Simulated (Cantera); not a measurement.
Equilibrium for tantalum, niobium, vanadium and zirconium in process gases: Zr + H2O

Charge: 1 mol Zr, a varied amount of H2O, equilibrated at 2000 K and 13.3 mbar.

Method: chemical equilibrium by Gibbs-energy minimisation in Cantera with the NASA 1993 tables (ideal gas, pure condensed phases). Candidate condensed phases: H2O, Zr, ZrO2; 12 gas species. Mutual solubility and eutectic melting of coexisting phases are not modelled. Condensed phases not in the tables: N, O or C dissolved in the metal. Rates play no part.

```tsv
n(H2O) (mol)	x H2	x H2O	x H	x OH	x O	n Zr(β)	n ZrO2(tetragonal)
0.13	0.986	1.05e-6	0.0140	1.49e-9	1.55e-11	0.935	0.0650
0.22	0.986	1.05e-6	0.0140	1.49e-9	1.55e-11	0.890	0.110
0.4	0.986	1.05e-6	0.0140	1.49e-9	1.55e-11	0.800	0.200
0.71	0.986	1.05e-6	0.0140	1.49e-9	1.55e-11	0.645	0.355
1.3	0.986	1.05e-6	0.0140	1.49e-9	1.55e-11	0.350	0.650
2.2	0.896	0.0902	0.0133	0.000134	1.46e-6	0	1.00
4	0.493	0.496	0.00989	0.000994	1.46e-5	0	1.00
```
x: gas mole fraction; n: condensed amount in mol.

From 0.13 mol H2O to 1.3 mol H2O the condensed part is Zr(β) + ZrO2(tetragonal). From 2.2 mol H2O to 4 mol H2O the condensed part is ZrO2(tetragonal).
